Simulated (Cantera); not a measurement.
Charge: 1 mol Pb, 0.039 mol CO, 0.27 mol N2.

Equilibrium computed with Cantera from the NASA thermochemical tables; the gas is ideal and each condensed phase is pure. Candidate condensed phases: C, Pb, PbO, PbO2, Pb3O4; 27 gas species. Kinetics and transport are ignored.

Stable condensed phases, one row left out:

```
T in °C \ P in Pa
              10      32     100     320    1000    3200   10000   32000  100000  320000 1000000
   1325        A       A       A       A       A       A       B       B       B       C       C
   1300        A       A       A       A       A       A       B       B       B       C       C
   1275        A       A       A       A       A       A       B       B       B       C       C
   1250        A       A       A       A       A       A       B       B       B       C       C
   1225        A       A       A       A       A       B       B       B       B       C       C
   1175        A       A       A       A       A       B       B       B       C       C       C
   1150        A       A       A       A       A       B       B       B       C       C       C
   1125        A       A       A       A       A       B       B       B       C       C       C
   1100        A       A       A       A       B       B       B       B       C       C       C
```

A: gas only; B: Pb; C: C + Pb.

Give the row for 1200 °C.

10: gas only; 32: gas only; 100: gas only; 320: gas only; 1000: gas only; 3200: Pb; 10000: Pb; 32000: Pb; 100000: C + Pb; 320000: C + Pb; 1000000: C + Pb.
